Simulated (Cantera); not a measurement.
Charge: 1 mol CuO, 0.46 mol C, 0.2 mol H2, equilibrated at 1700 Pa.

Cantera equilibrium calculation (NASA polynomials, part measured and part estimated; ideal gas, pure solids and liquids). Candidate condensed phases: C, C6H6, C7H8, C8H18, Cu, CuO, Cu(OH)2, Cu2O, H2O; 113 gas species. Equilibrium is a limit: real reactors are often held back by kinetics, nucleation or transport.

Question: At 2123 K, list the 4 most abundant gas species with their mole fractions, and the condensed phases.

Answer: Cu 0.592, CO2 0.200, H2O 0.108, CO 0.0757. Condensed: gas only.
